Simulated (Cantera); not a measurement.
Input: 1 mol PbO, 0.037 mol CO, a varied amount of H₂, at 773 K and 0.0100 bar.

Equilibrium computed with Cantera from the NASA thermochemical tables; the gas is ideal and each condensed phase is pure. Candidate condensed phases: C, C₆H₆, C₇H₈, C₈H₁₈, H₂O, Pb, PbO, PbO₂, Pb₃O₄; 113 gas species. The numbers say what is thermodynamically allowed, not how fast it happens.

log p: log10 of the partial pressure in bar; n: condensed amount in mol.

```csv
n(H₂) (mol),log p H₂,log p H₂O,log p CO,log p CO₂,n Pb(l)
11,-2.04,-3.05,-4.68,___,1.000
15,-2.03,-3.18,-4.78,___,1.000
21,-2.02,-3.32,-4.91,___,1.000
29,-2.02,-3.46,-5.05,___,1.000
40,-2.01,-3.60,-5.21,___,1.000
55,-2.01,-3.74,-5.38,___,1.000
76,-2.01,-3.88,-5.57,___,1.000
```

Task: Fill in the missing entries.

Result: 
- 11, log p CO₂: -4.97
- 15, log p CO₂: -5.22
- 21, log p CO₂: -5.50
- 29, log p CO₂: -5.79
- 40, log p CO₂: -6.09
- 55, log p CO₂: -6.40
- 76, log p CO₂: -6.73
